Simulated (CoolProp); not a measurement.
R1336mzz(Z) along the isobar 3.24 MPa: density (kg/m³) from the reference equation and from simpler models built on Tc = 444.5 K, pc = 2.904 MPa, ω = 0.386; each cubic takes its own stable root.

Model: reference Helmholtz-energy equation of state, McLinden 2020, in CoolProp.

```json
[
 {"T (K)": "420.2", "phase": "liquid", "reference": "966.3", "van der Waals": "572.4", "Peng-Robinson": "873.8"},
 {"T (K)": "428.1", "phase": "liquid", "reference": "917.7", "van der Waals": "548.4", "Peng-Robinson": "813.6"},
 {"T (K)": "436.1", "phase": "liquid", "reference": "855.2", "van der Waals": "519.5", "Peng-Robinson": "737.9"},
 {"T (K)": "444.1", "phase": "liquid", "reference": "760.0", "van der Waals": "482.0", "Peng-Robinson": "630.9"},
 {"T (K)": "452.1", "phase": "supercritical", "reference": "418.9", "van der Waals": "422.9", "Peng-Robinson": "393.8"},
 {"T (K)": "460.1", "phase": "supercritical", "reference": "284.2", "van der Waals": "304.9", "Peng-Robinson": "283.4"},
 {"T (K)": "468.1", "phase": "supercritical", "reference": "244.4", "van der Waals": "254.4", "Peng-Robinson": "245.5"},
 {"T (K)": "476", "phase": "supercritical", "reference": "221.1", "van der Waals": "229.8", "Peng-Robinson": "222.7"},
 {"T (K)": "484", "phase": "supercritical", "reference": "204.5", "van der Waals": "213.0", "Peng-Robinson": "206.2"},
 {"T (K)": "492", "phase": "supercritical", "reference": "191.7", "van der Waals": "200.3", "Peng-Robinson": "193.3"},
 {"T (K)": "500", "phase": "supercritical", "reference": "181.4", "van der Waals": "190.0", "Peng-Robinson": "182.9"}
]
```
